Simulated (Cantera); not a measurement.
A freely propagating, adiabatic, planar premixed flame of CH3OH : O2 : N2 : CO2 = 1 : 1.65 : 6.1 : 0.78 (molar parts), unburnt at 650 K and 3150 Torr; mixture-averaged transport, grid criteria slope 0.08 and curve 0.16, no radiation.

Computed with Cantera and GRI-Mech 3.0 (53 species, 325 reactions). GRI-Mech 3.0 was tuned for natural gas; its chemistry of methanol as a main component is partial and can be far from experiment. Burning velocities carry a grid error of a few per cent, more on coarse grids.

Q: Predict: laminar burning velocity; thermal thickness; peak x(OH); peak x(H2O2); peak x(C2H4); peak x(CO).

A: 
- laminar burning velocity: 67.5 cm/s
- thermal thickness: 0.116 mm
- peak x(OH): 0.00666
- peak x(H2O2): 0.000890
- peak x(C2H4): 1.75e-7
- peak x(CO): 0.0543
